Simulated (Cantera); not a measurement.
# Reactions in the system Cl-Li-O

Source: NASA polynomial tables (part measured, part estimated), evaluated in Cantera. Values are per mole of reaction as written; species without (g) are pure solids or liquids, kept so even where they would boil at 1 bar.

O2(g) + 4 LiCl ⇌ 2 Cl2(g) + 2 Li2O

| T (K) | ΔH° (kJ) | ΔS° (J/K) | ΔG° (kJ) | log10 K |
|---|---|---|---|---|
| 1475 | 318.7 | -65.7 | 415.7 | -14.72 |
| 1525 | 318.4 | -65.9 | 419.0 | -14.35 |
| 1575 | 318.3 | -66.0 | 422.3 | -14.00 |
| 1625 | 318.4 | -66.0 | 425.6 | -13.68 |
| 1675 | 318.6 | -65.8 | 428.9 | -13.37 |
